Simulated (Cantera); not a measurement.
AlCl₃ + N₂O + N₂ (aluminium nitride and oxide growth)

A closed system holds: 1 mol AlCl₃, 0.83 mol N₂O, 21 mol N₂, held at 94000 Pa.

Cantera equilibrium calculation (NASA polynomials, part measured and part estimated; ideal gas, pure solids and liquids). Candidate condensed phases: Al, AlCl₃, AlN, Al₂O₃; 24 gas species. The tables' values for AlCl₂ are old estimates; treat these amounts as uncertain. Equilibrium is a limit: real reactors are often held back by kinetics, nucleation or transport.

| T (K) | log p N₂ | log p Cl | log p Cl₂ | log p AlCl₃ | log p NO | log p O₂ | log p AlCl₂ | n Al₂O₃(s) |
|---|---|---|---|---|---|---|---|---|
| 1350 | -0.05 | -2.47 | -1.49 | -1.74 | -6.12 | -6.44 | -8.43 | 0.277 |
| 1425 | -0.05 | -2.22 | -1.51 | -1.74 | -5.62 | -5.82 | -7.81 | 0.277 |
| 1500 | -0.05 | -2.01 | -1.54 | -1.74 | -5.19 | -5.28 | -7.25 | 0.277 |
| 1575 | -0.06 | -1.82 | -1.59 | -1.74 | -4.81 | -4.83 | -6.74 | 0.276 |
| 1650 | -0.06 | -1.66 | -1.65 | -1.74 | -4.50 | -4.47 | -6.26 | 0.276 |
| 1725 | -0.06 | -1.53 | -1.74 | -1.74 | -4.24 | -4.21 | -5.81 | 0.275 |
| 1800 | -0.06 | -1.43 | -1.85 | -1.74 | -4.04 | -4.03 | -5.38 | 0.274 |
| 1875 | -0.06 | -1.35 | -1.99 | -1.75 | -3.89 | -3.94 | -4.96 | 0.274 |
| 1950 | -0.06 | -1.29 | -2.15 | -1.75 | -3.78 | -3.92 | -4.57 | 0.273 |
| 2025 | -0.06 | -1.26 | -2.33 | -1.75 | -3.71 | -3.96 | -4.19 | 0.273 |
log p: log10 of the partial pressure in bar; n: condensed amount in mol.

From 1350 K to 2025 K the condensed part is Al₂O₃(s). The main Al-bearing gas is AlCl₃ throughout.
